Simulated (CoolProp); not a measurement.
Properties of n-undecane along the isobar 0.675 MPa (Tc = 638.8 K, pc = 1.990 MPa, ω = 0.539).

The numbers come from the reference Helmholtz-energy equation of state, Aleksandrov 2011 in CoolProp. It is a short technical equation, of lower accuracy than the large ones.

| T (K) | phase | Z | cp (kJ/(kg K)) | expansivity (1/kK) |
|---|---|---|---|---|
| 473.5 | liquid | ? | ? | 1.533 |
| 485.7 | liquid | 0.04464 | 2.950 | 1.621 |
| 497.9 | liquid | 0.04444 | 3.003 | 1.725 |
| 510.1 | liquid | 0.04433 | 3.058 | 1.851 |
| 522.3 | liquid | 0.04433 | 3.116 | 2.004 |
| 534.5 | liquid | 0.04444 | 3.176 | 2.197 |
| 546.7 | liquid | 0.04469 | 3.243 | 2.449 |
| 558.9 | liquid | ? | 3.318 | 2.792 |
| 571.2 | gas | 0.7559 | 3.007 | 4.829 |
| 583.4 | gas | 0.7816 | 2.998 | ? |
| 595.6 | gas | 0.8029 | 3.002 | 3.675 |
| 607.8 | gas | 0.8210 | 3.014 | 3.317 |
| 620 | gas | 0.8366 | 3.031 | 3.037 |

Task: Some entries are withheld; supply them.

Result: 
- 473.5, Z: 0.04492
- 473.5, cp (kJ/(kg K)): 2.898
- 558.9, Z: 0.04513
- 583.4, expansivity (1/kK): 4.153
